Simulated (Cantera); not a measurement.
Cantera run, input and output.

```python
import numpy as np
import cantera as ct

gas = ct.Solution("SiF4_NH3_mec.yaml", "gas")
gas.TPX = 1500, 170000, {'NH3': 1, 'H2': 2.4}
reactor = ct.IdealGasConstPressureReactor(gas, energy="off", clone=False)
net = ct.ReactorNet([reactor])
net.rtol, net.atol = 1e-08, 1e-18
show = ['NH3', 'H2', 'N2H4', 'H', 'N', 'N2']
times = np.geomspace(0.0003, 50, 12)

steps = ct.SolutionArray(gas, extra=["t"])
rows = []
print(f"{'t/s':>10s}{'T/K':>9s}{'P/Pa':>11s}" + "".join(f"{s:>11s}" for s in show))
for t in times:
    while net.time < t:
        t_next = net.step()
        steps.append(gas.state, t=t_next)
    rows.append([np.interp(t, steps.t, y) for y in (steps.T, steps.P, *steps(*show).X.T)])
    print(f"{t:10.3e}{rows[-1][0]:9.1f}{rows[-1][1]:11.4g}" + "".join(f"{x:11.3e}" for x in rows[-1][2:]))
rate = np.gradient(steps.T, steps.t)
print("integrator steps:", len(steps.t))
if steps.T.max() > steps.T[0] + 200:
    print(f"time of steepest temperature rise: {steps.t[rate.argmax()]:.4e} s")
gas.TPX = 1500, 170000, {'NH3': 1, 'H2': 2.4}
gas.equilibrate("TP")
print(f"equilibrium (TP): T = {gas.T:.1f} K  " + "  ".join(f"{s} {gas[s].X[0]:.3e}" for s in show))
```

It prints:

```
       t/s      T/K       P/Pa        NH3         H2       N2H4          H          N         N2
 3.000e-04   1500.0    1.7e+05  2.941e-01  7.059e-01  1.926e-10  1.110e-06  2.013e-13  3.123e-10
 8.950e-04   1500.0    1.7e+05  2.941e-01  7.059e-01  1.660e-09  3.223e-06  4.956e-12  1.533e-08
 2.670e-03   1500.0    1.7e+05  2.941e-01  7.059e-01  9.752e-09  7.789e-06  6.981e-11  4.078e-07
 7.966e-03   1500.0    1.7e+05  2.941e-01  7.059e-01  1.747e-08  1.042e-05  1.669e-10  3.918e-06
 2.377e-02   1500.0    1.7e+05  2.941e-01  7.059e-01  1.768e-08  1.049e-05  1.699e-10  1.609e-05
 7.091e-02   1500.0    1.7e+05  2.940e-01  7.060e-01  1.767e-08  1.049e-05  1.699e-10  5.244e-05
 2.115e-01   1500.0    1.7e+05  2.937e-01  7.061e-01  1.764e-08  1.049e-05  1.697e-10  1.607e-04
 6.311e-01   1500.0    1.7e+05  2.929e-01  7.066e-01  1.753e-08  1.050e-05  1.692e-10  4.823e-04
 1.883e+00   1500.0    1.7e+05  2.904e-01  7.081e-01  1.724e-08  1.052e-05  1.677e-10  1.429e-03
 5.617e+00   1500.0    1.7e+05  2.834e-01  7.125e-01  1.639e-08  1.057e-05  1.634e-10  4.151e-03
 1.676e+01   1500.0    1.7e+05  2.645e-01  7.241e-01  1.424e-08  1.073e-05  1.520e-10  1.145e-02
 5.000e+01   1500.0    1.7e+05  2.217e-01  7.503e-01  9.933e-09  1.108e-05  1.263e-10  2.797e-02
integrator steps: 433
equilibrium (TP): T = 1500.0 K  NH3 2.919e-05  H2 8.863e-01  N2H4 1.654e-16  H 1.279e-05  N 1.565e-14  N2 1.136e-01
```

Detailed kinetics in Cantera: the gas-phase N/H chemistry of the illustrative SiF4/NH3 mechanism in the Surface Chemkin manual (1991). Walls and surfaces, which speed up NH3 decomposition in real reactors, are not modelled.
